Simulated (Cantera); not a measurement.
Equilibrium for boron, boron nitride and boron oxide: B + H2O + O2

Feed: 1 mol B, 0.6 mol H2O, 1.9 mol O2, at 173 Torr.

Cantera equilibrium calculation (NASA polynomials, part measured and part estimated; ideal gas, pure solids and liquids). Candidate condensed phases: B, B2O3, B3O3H3, H2O; 23 gas species. Gases not in the tables: H3BO3. Equilibrium is a limit: real reactors are often held back by kinetics, nucleation or transport.

From 500 °C to 1600 °C the condensed part is B2O3(l). From 1700 °C to 1800 °C nothing is condensed.

| T (°C) | log p O2 | log p H2O | log p HBO2 | log p B2O3 | log p BO2 | log p (HBO2)3 | log p OH | n B2O3(l) |
|---|---|---|---|---|---|---|---|---|
| 500 | -0.82 | -1.12 | -7.85 | <-12 | <-12 | -2.63 | -9.52 | 0.473 |
| 600 | -0.82 | -1.11 | -6.47 | <-12 | <-12 | -2.91 | -8.27 | 0.486 |
| 700 | -0.82 | -1.11 | -5.39 | -12.05 | -11.42 | -3.16 | -7.26 | 0.492 |
| 800 | -0.82 | -1.11 | -4.52 | -10.06 | -9.74 | -3.37 | -6.45 | 0.495 |
| 900 | -0.82 | -1.11 | -3.80 | -8.43 | -8.37 | -3.55 | -5.78 | 0.496 |
| 1000 | -0.82 | -1.11 | -3.21 | -7.06 | -7.21 | -3.71 | -5.21 | 0.495 |
| 1100 | -0.82 | -1.11 | -2.71 | -5.90 | -6.22 | -3.85 | -4.72 | 0.491 |
| 1200 | -0.83 | -1.12 | -2.28 | -4.91 | -5.38 | -3.99 | -4.31 | 0.479 |
| 1300 | -0.83 | -1.15 | -1.92 | -4.05 | -4.64 | -4.14 | -3.96 | 0.452 |
| 1400 | -0.85 | -1.20 | -1.63 | -3.29 | -4.00 | -4.31 | -3.66 | 0.400 |
| 1500 | -0.87 | -1.30 | -1.39 | -2.63 | -3.43 | -4.54 | -3.43 | 0.305 |
| 1600 | -0.91 | -1.46 | -1.22 | -2.04 | -2.94 | -4.87 | -3.27 | 0.130 |
| 1700 | -0.93 | -1.56 | -1.18 | -1.79 | -2.62 | -5.49 | -3.09 | 0 |
| 1800 | -0.94 | -1.55 | -1.19 | -1.77 | -2.44 | -6.22 | -2.88 | 0 |
log p: log10 of the partial pressure in bar; n: condensed amount in mol.
